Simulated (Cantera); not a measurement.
# Thermodynamics of silicon oxide and oxynitride deposition, feed HMDSO + N2O + O2

Charge: 1 mol HMDSO, 0.15 mol N2O, 2.6 mol O2, at 0.580 bar.

Equilibrium computed with Cantera from the NASA thermochemical tables; the gas is ideal and each condensed phase is pure. Candidate condensed phases: C, C6H6, C7H8, C8H18, H2O, Si, SiC, SiO2, Si2N2O, Si3N4; 151 gas species. The feed counts by its element totals alone. The tables hold silica as quartz up to 1696 K and as liquid above; real silica turns to tridymite and cristobalite and melts near 1996 K. Kinetics and transport are ignored.

From 500 °C to 550 °C the condensed part is C(graphite) + SiO2(α-quartz). From 600 °C to 1100 °C the condensed part is C(graphite) + SiO2(β-quartz).

| T (°C) | x H2 | x CH4 | x H2O | x CO | x CO2 | x N2 | x NH3 | n C(graphite) | n SiO2(α-quartz) | n SiO2(β-quartz) |
|---|---|---|---|---|---|---|---|---|---|---|
| 500 | 0.456 | 0.256 | 0.212 | 0.0168 | 0.0398 | 0.0196 | 9.92e-5 | 3.62 | 2.00 | 0 |
| 550 | 0.566 | 0.174 | 0.164 | 0.0378 | 0.0397 | 0.0179 | 7.90e-5 | 3.90 | 2.00 | 0 |
| 600 | 0.650 | 0.110 | 0.116 | 0.0724 | 0.0345 | 0.0164 | 5.91e-5 | 4.02 | 0 | 2.00 |
| 650 | 0.704 | 0.0669 | 0.0731 | 0.116 | 0.0245 | 0.0152 | 4.27e-5 | 3.95 | 0 | 2.00 |
| 700 | 0.735 | 0.0403 | 0.0411 | 0.155 | 0.0140 | 0.0143 | 3.06e-5 | 3.80 | 0 | 2.00 |
| 750 | 0.753 | 0.0247 | 0.0215 | 0.180 | 0.00673 | 0.0137 | 2.23e-5 | 3.69 | 0 | 2.00 |
| 800 | 0.764 | 0.0155 | 0.0111 | 0.193 | 0.00305 | 0.0134 | 1.66e-5 | 3.63 | 0 | 2.00 |
| 850 | 0.770 | 0.0101 | 0.00587 | 0.199 | 0.00139 | 0.0133 | 1.27e-5 | 3.62 | 0 | 2.00 |
| 900 | 0.774 | 0.00676 | 0.00322 | 0.202 | 0.000660 | 0.0132 | 9.86e-6 | 3.62 | 0 | 2.00 |
| 950 | 0.777 | 0.00466 | 0.00184 | 0.203 | 0.000330 | 0.0131 | 7.82e-6 | 3.62 | 0 | 2.00 |
| 1000 | 0.778 | 0.00330 | 0.00109 | 0.204 | 0.000173 | 0.0131 | 6.31e-6 | 3.63 | 0 | 2.00 |
| 1050 | 0.780 | 0.00240 | 0.000677 | 0.204 | 9.55e-5 | 0.0131 | 5.17e-6 | 3.63 | 0 | 2.00 |
| 1100 | 0.780 | 0.00178 | 0.000433 | 0.204 | 5.50e-5 | 0.0131 | 4.30e-6 | 3.63 | 0 | 2.00 |
x: gas mole fraction; n: condensed amount in mol.
